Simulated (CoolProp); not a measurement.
Properties of R114 along the isobar 0.521 MPa (Tc = 420.6 K, pc = 3.352 MPa, ω = 0.252).

Computed with CoolProp (reference Helmholtz-energy equation of state, Platzer 1990). This equation is an older, rougher fit.

```csv
T (K),phase,density (kg/m³),cp (kJ/(kg K)),expansivity (1/kK),fugacity coefficient
395.3,gas,29.07,0.8098,3.173,0.9362
404.8,gas,28.22,0.8158,3.045,0.9409
414.4,gas,27.43,0.8218,2.928,0.9452
423.9,gas,26.69,0.8279,2.824,0.9492
433.4,gas,25.99,0.8340,2.729,0.9528
442.9,gas,25.34,0.8401,2.641,0.9561
452.4,gas,24.72,0.8461,2.560,0.9592
461.9,gas,24.13,0.8520,2.485,0.9620
471.5,gas,23.57,0.8579,2.415,0.9646
481,gas,23.05,0.8636,2.349,0.9671
490.5,gas,22.54,0.8692,2.288,0.9693
500,gas,22.07,0.8746,2.231,0.9714
```
